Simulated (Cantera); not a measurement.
Charge: 1 mol Si, 5.7 mol NF₃, 57 mol N₂, held at 0.340 bar.

Equilibrium computed with Cantera from the NASA thermochemical tables; the gas is ideal and each condensed phase is pure. Candidate condensed phases: Si, Si₃N₄; 16 gas species. Kinetics and transport are ignored.

**Question.** At 1323 K, list the 4 most abundant gas species with their mole fractions, and the condensed phases.

**Answer.** N₂ 0.815, F 0.164, SiF₄ 0.0136, F₂ 0.00733. Condensed: gas only.
